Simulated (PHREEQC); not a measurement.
**Reverse-osmosis reject: an equilibrium model**

Synthetic water in mg/kgw, 54 °C, pH 6.46, pe 10.1:

```
constituent         mg/kgw
------------------  ------
Na                    1540
K                     77.2
Ca                     221
Mg                    83.6
Cl                    7920
S(6) as SO4            392
Alkalinity as HCO3    7.66
N(5) as NO3             13
```

Valence states are taken as typed.

Model: ion-association model, phreeqc.dat, run in PHREEQC.

| Quantity | Value |
|---|---|
| ionic strength | 0.169 mol/kgw |
| specific conductance | 29800 µS/cm |
| density | 0.992 g/cm³ |
| charge-balance error | -46.0 % |

| species | molality | activity | log γ |
|---|---|---|---|
| Cl- | 0.223 | 0.160 | -0.145 |
| Na+ | 0.0666 | 0.0496 | -0.128 |
| Ca+2 | 0.00521 | 0.00165 | -0.498 |
| Mg+2 | 0.00303 | 0.00103 | -0.471 |
| SO4-2 | 0.00301 | 0.000882 | -0.533 |
| K+ | 0.00196 | 0.00139 | -0.147 |
| MgSO4 | 0.000403 | 0.000419 | 0.017 |
| NaSO4- | 0.000348 | 0.000259 | -0.127 |
| CaSO4 | 0.000304 | 0.000316 | 0.017 |
| NO3- | 0.000210 | 0.000146 | -0.157 |
| HCO3- | 0.000118 | 8.81e-5 | -0.127 |
| CO2 | 5.70e-5 | 5.93e-5 | 0.017 |
| KSO4- | 1.84e-5 | 1.37e-5 | -0.127 |
| CaHCO3+ | 3.17e-6 | 2.40e-6 | -0.122 |

Precipitation was switched off in this run. Away from 25 °C the constants follow the database's enthalpies or fits; those with neither stay at their 25 °C values.
